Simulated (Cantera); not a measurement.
A closed system holds: 1 mol SiCl4, 0.4 mol C3H8, 1 mol H2, equilibrated at 380 Pa.

Points: T (K) = 998, 1198, 1398, 1598, 1798, 1998, 2198.

Cantera's Mixture.equilibrate('TP', solver="vcs", rtol=1e-11, max_steps=5000) on the NASA tables stopped like this:

```
ERROR: FAILURE its = 5001!

*******************************************************************************
CanteraError thrown by MultiPhase::equilibrate:
VCS solver failed. Return code: -1
*******************************************************************************
```

**Question.** What got this run through?

**Answer.** One answer among several that fit: The failure is numerical, not chemical. The same input converged with solver="gibbs", rtol=1e-10, max_steps=50000, and the result passed a check of the equilibrium conditions:
```
log10 of partial pressures in bar; condensed amounts in mol
       T/K       HCL        H2     SiCL4     SiCL2        CL         H     C(gr)    SiC(b)
       998    -2.960    -2.700    -3.157    -6.408   -10.308   -10.017    0.9231    0.2765
      1198    -2.675    -2.888    -3.458    -4.869    -8.014    -8.165    0.6318    0.5682
      1398    -2.576    -3.051    -4.021    -3.956    -6.460    -6.850    0.5024    0.6976
      1598    -2.584    -3.066    -4.975    -3.546    -5.426    -5.807    0.5971    0.6028
      1798    -2.627    -3.019    -5.978    -3.366    -4.687    -4.963    0.7444    0.4552
      1998    -2.684    -2.980    -6.868    -3.271    -4.116    -4.285    0.8754    0.3223
      2198    -2.768    -2.975    -7.693    -3.247    -3.673    -3.742     1.013    0.1674
```

The gas is ideal and each condensed phase is pure. The tables' values for SiCl3, SiCl are old estimates; treat these amounts as uncertain.
